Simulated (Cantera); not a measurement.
A freely propagating, adiabatic, planar premixed flame of H₂ : O₂ : N₂ = 1 : 0.312 : 1.17 (molar parts), equivalence ratio 1.6, unburnt at 550 K and 101000 Pa; multicomponent+Soret transport, grid criteria slope 0.08 and curve 0.16, no radiation.

Computed with Cantera and the H2/O2 subset of GRI-Mech 3.0, which has no nitrogen chemistry. Burning velocities carry a grid error of a few per cent, more on coarse grids.

### Question
Predict: laminar burning velocity; thermal thickness; peak x(O); peak x(H); peak x(H₂O₂).

### Answer
```json
{
 "laminar_burning_velocity": "735 cm/s",
 "thermal_thickness": "0.419 mm",
 "peak x(O)": "0.00634",
 "peak x(H)": "0.0893",
 "peak x(H₂O₂)": "1.76e-5"
}
```
